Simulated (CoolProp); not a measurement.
Values from CoolProp's reference Helmholtz-energy equation of state, Lemmon 2006. It is a short technical equation, of lower accuracy than the large ones.

### Question
For isopentane, give the phase and the cp (kJ/(kg K)), cv (kJ/(kg K)), speed of sound (m/s), expansivity (1/kK) at 500 K and 11.3 MPa.

### Answer
- 500 K and 11.3 MPa: supercritical; cp 3.33, cv 2.53, speed of sound 360, expansivity 4.01
